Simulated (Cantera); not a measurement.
A diamond (100) surface in a fixed gas of H2 with x(CH4) = 0.0025, x(CH3) = 0.00043, at 1325 K, 0.0590 bar; coverages are run to steady state.

Detailed kinetics in Cantera: the Harris–Goodwin 1993 mechanism for the reconstructed diamond (100) surface.

θ: site fractions in the mechanism's names (c6HH fully hydrogenated, c6H* and c6*H radical sites, c6** diradical, c6HM methylated).

```csv
x(H),growth (µm/h),θ c6HH,θ c6H*,θ c6*H,θ c6**,θ c6HM
0.0001,0.101,0.674,0.0285,0.292,0.00369,___
0.00025,0.501,0.540,0.0396,0.406,0.0105,___
0.00061,1.47,0.450,0.0465,0.477,0.0215,___
0.0015,2.93,0.401,0.0498,0.511,0.0338,___
0.0037,4.64,0.378,0.0512,0.525,0.0431,0.000708
0.009,6.89,0.368,0.0518,0.530,0.0484,0.000716
0.022,10.7,0.363,0.0521,0.532,0.0509,___
0.055,16.9,0.362,0.0526,0.532,0.0522,___
0.13,24.3,0.361,0.0536,0.532,0.0530,___
```

**Question.** What belongs in the gaps?

**Answer.** 
- 0.0001, θ c6HM: 0.000265
- 0.00025, θ c6HM: 0.000394
- 0.00061, θ c6HM: 0.000522
- 0.0015, θ c6HM: 0.000637
- 0.022, θ c6HM: 0.000654
- 0.055, θ c6HM: 0.000516
- 0.13, θ c6HM: 0.000345
